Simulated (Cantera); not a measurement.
# Low-pressure radical oxidation in H2/O2

A perfectly stirred reactor is fed with 28.6 % H2, 71.4 % O2, equivalence ratio 0.20, at 4.20 Torr; it is held at 1423 K, and followed from long to short residence time.

Cantera simulation using GRI-Mech 3.0 (53 species, 325 reactions); the numbers are that mechanism's predictions, not measurements. Radical loss at walls, strong at low pressure, is not modelled. The temperature is held fixed by assumption; the heat of reaction is taken as removed at once.

| τ (s) | x H2 | x O2 | x HO2 | x O | x H2O2 | x H |
|---|---|---|---|---|---|---|
| 0.75 | 0.00455 | 0.644 | 2.58e-6 | 0.0191 | 1.10e-7 | 0.00783 |
| 0.33 | 0.00729 | 0.631 | 2.85e-6 | 0.0313 | 1.25e-7 | 0.0164 |
| 0.15 | 0.0108 | 0.613 | 2.93e-6 | 0.0478 | 1.32e-7 | 0.0308 |
| 0.065 | 0.0146 | 0.591 | 2.83e-6 | 0.0679 | 1.29e-7 | 0.0520 |
| 0.029 | 0.0177 | 0.572 | 2.67e-6 | 0.0843 | 1.23e-7 | 0.0717 |
| 0.013 | 0.0203 | 0.561 | 2.55e-6 | 0.0938 | 1.18e-7 | 0.0850 |
| 0.0057 | 0.0236 | 0.557 | 2.48e-6 | 0.0968 | 1.17e-7 | 0.0923 |
| 0.0025 | 0.0299 | 0.559 | 2.43e-6 | 0.0939 | 1.21e-7 | 0.0953 |
| 0.0011 | 0.0428 | 0.568 | 2.38e-6 | 0.0851 | 1.28e-7 | 0.0948 |
| 0.00050 | 0.0679 | 0.586 | 2.26e-6 | 0.0703 | 1.32e-7 | 0.0887 |
| 0.00022 | 0.120 | 0.620 | 1.98e-6 | 0.0474 | 1.14e-7 | 0.0703 |
x: mole fraction; the columns are a selection and need not sum to one.
